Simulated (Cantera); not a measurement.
A perfectly stirred reactor is fed with 57.8 % NO, 42.2 % N2, at 1300 Pa; it is held at 2075 K, and followed from long to short residence time.

Detailed kinetics in Cantera: GRI-Mech 3.0 (53 species, 325 reactions). Radical loss at walls, strong at low pressure, is not modelled.

x: mole fraction; the columns are a selection and need not sum to one.

| τ (s) | x NO | x O | x NO2 | x O2 | x N2 | x N2O |
|---|---|---|---|---|---|---|
| 0.54 | 0.542 | 0.00177 | [?] | 0.0168 | 0.439 | 9.21e-5 |
| 0.17 | 0.569 | 0.00111 | [?] | 0.00362 | 0.426 | 0.000110 |
| 0.051 | 0.576 | 0.000551 | [?] | 0.000527 | 0.423 | 0.000106 |
| 0.015 | 0.578 | 0.000173 | [?] | 4.50e-5 | 0.422 | 7.02e-5 |
| 0.0047 | 0.578 | 4.71e-5 | [?] | 3.65e-6 | 0.422 | 3.21e-5 |
| 0.0014 | 0.578 | 1.27e-5 | [?] | 2.87e-7 | 0.422 | 1.11e-5 |
| 0.00044 | 0.578 | 3.83e-6 | [?] | 2.72e-8 | 0.422 | 3.67e-6 |
| 0.00013 | 0.578 | 1.12e-6 | [?] | 2.34e-9 | 0.422 | 1.10e-6 |

Fill in the missing entries.


- 0.54, x NO2: 2.59e-5
- 0.17, x NO2: 1.51e-5
- 0.051, x NO2: 8.22e-6
- 0.015, x NO2: 2.80e-6
- 0.0047, x NO2: 6.09e-7
- 0.0014, x NO2: 8.75e-8
- 0.00044, x NO2: 1.07e-8
- 0.00013, x NO2: 1.02e-9
